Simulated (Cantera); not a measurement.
Cantera run:

```python
import numpy as np
import cantera as ct

gas_names = """
    O HCL Cs
""".split()
cond_names = """
    CsOH(a) CsOH(b) CsOH(c) CsOH(L) CsCL(a) CsCL(b) CsCL(L)
""".split()


def load(file, names, dense=False):
    # The tables refer to 1 bar. Condensed volumes are neglected.
    table = {s.name: s for s in ct.Species.list_from_file(file)}
    out = []
    for n in names:
        d = dict(table[n].input_data)
        d["thermo"] = dict(d["thermo"], **{"reference-pressure": 1e5})
        if dense:
            d["equation-of-state"] = {"model": "constant-volume", "density": "1e6 g/cm^3"}
        out.append(ct.Species.from_dict(d))
    return out


species = {s.name: s for s in load("nasa_gas.yaml", gas_names) + load("nasa_condensed.yaml", cond_names)}
# Each term lists the table entries of one substance; the one whose range holds T is used.
reactions = {
    'CsOH + CsCl = O(g) + HCl(g) + 2 Cs(g)':
        [(-1, ['CsOH(a)', 'CsOH(b)', 'CsOH(c)', 'CsOH(L)']), (-1, ['CsCL(a)', 'CsCL(b)', 'CsCL(L)']), (1, ['O']), (1, ['HCL']), (2, ['Cs'])],
}


def pick(names, T):
    return next(species[n] for n in names if species[n].thermo.min_temp <= T <= species[n].thermo.max_temp)


results = []
for label, terms in reactions.items():
    print(label)
    print("     T/K   dH/kJ  dS/(J/K)   dG/kJ   log10 K")
    for T in [748, 848, 948, 1048, 1148, 1248, 1348, 1448, 1548]:
        used = [(nu, pick(names, T)) for nu, names in terms]
        dH = sum(nu * s.thermo.h(T) for nu, s in used) / 1e6
        dS = sum(nu * s.thermo.s(T) for nu, s in used) / 1e3
        dG = dH - T * dS / 1e3
        logK = -dG * 1e6 / (ct.gas_constant * T * np.log(10))
        results.append((label, T, dH, dS, dG, logK, [s.name for _, s in used]))
        print(f"{T:8g} {dH:8.1f} {dS:8.1f} {dG:8.1f} {logK:8.2f}")
```

Output:

```
CsOH + CsCl = O(g) + HCl(g) + 2 Cs(g)
     T/K   dH/kJ  dS/(J/K)   dG/kJ   log10 K
     748   1133.9    432.2    810.7   -56.61
     848   1128.7    425.6    767.8   -47.29
     948   1107.2    402.0    726.0   -40.00
    1048   1100.7    395.5    686.2   -34.20
    1148   1094.2    389.6    646.9   -29.43
    1248   1087.8    384.3    608.2   -25.46
    1348   1081.4    379.3    570.1   -22.09
    1448   1075.0    374.8    532.4   -19.20
    1548   1068.7    370.5    495.1   -16.71
```

Source: NASA polynomial tables (part measured, part estimated), evaluated in Cantera. Condensed species are held in their standard states even where they would react or evaporate.
